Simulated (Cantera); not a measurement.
Standard-state values (1 bar) from the NASA 1993 polynomials, evaluated with Cantera. Values are per mole of reaction as written; species without (g) are pure solids or liquids, kept so even where they would boil at 1 bar. VN: taken at fixed stoichiometry.

3 O₂(g) + 2 VN ⇌ 2 VO₂(g) + 2 NO(g)

| T (K) | ΔH° (kJ) | ΔS° (J/K) | ΔG° (kJ) | log10 K |
|---|---|---|---|---|
| 300 | … | … | … | … |
| 1698 | 105.7 | 211.5 | -253.4 | 7.79 |
| 1723 | 104.5 | 210.8 | -258.7 | 7.84 |
| 1748 | … | … | … | … |
| 1773 | 102.2 | 209.4 | -269.2 | 7.93 |
| 1798 | … | … | … | … |
| 1823 | … | … | … | … |

Task: Fill in the missing entries.

Result: 
- 300, ΔH° (kJ): 151.5
- 300, ΔS° (J/K): 261.9
- 300, ΔG° (kJ): 73.0
- 300, log10 K: -12.70
- 1748, ΔH° (kJ): 103.4
- 1748, ΔS° (J/K): 210.1
- 1748, ΔG° (kJ): -263.9
- 1748, log10 K: 7.89
- 1798, ΔH° (kJ): 101.0
- 1798, ΔS° (J/K): 208.8
- 1798, ΔG° (kJ): -274.4
- 1798, log10 K: 7.97
- 1823, ΔH° (kJ): 99.7
- 1823, ΔS° (J/K): 208.1
- 1823, ΔG° (kJ): -279.6
- 1823, log10 K: 8.01
